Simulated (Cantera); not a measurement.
A Cantera script and its output.

```python
import numpy as np
import cantera as ct

gas = ct.Solution("gri30.yaml")


def delay(T, t_max=10):
    gas.TPX = T, 101325, {'CH4': 1, 'H2': 0.077, 'O2': 1.27, 'N2': 4.79}
    reactor = ct.IdealGasReactor(gas, clone=False)
    net = ct.ReactorNet([reactor])
    net.rtol, net.atol = 1e-8, 1e-16
    while net.time < t_max:
        t_old, T_old = net.time, reactor.T
        net.step()
        if reactor.T > T + 400:  # ignition: a rise of 400 K
            return t_old + (T + 400 - T_old) / (reactor.T - T_old) * (net.time - t_old)
    return np.nan


taus = []
for T in [1173, 1248, 1323, 1398, 1473, 1548, 1623]:
    taus.append(delay(T))
    print(f"T0 = {T:6g} K   tau = {taus[-1]:.4e} s")
```

Result:

```
T0 =   1173 K   tau = 3.3944e-02 s
T0 =   1248 K   tau = 1.3835e-02 s
T0 =   1323 K   tau = 5.7969e-03 s
T0 =   1398 K   tau = 2.5399e-03 s
T0 =   1473 K   tau = 1.1812e-03 s
T0 =   1548 K   tau = 5.8952e-04 s
T0 =   1623 K   tau = 3.1664e-04 s
```

Cantera simulation using GRI-Mech 3.0 (53 species, 325 reactions); the numbers are that mechanism's predictions, not measurements.
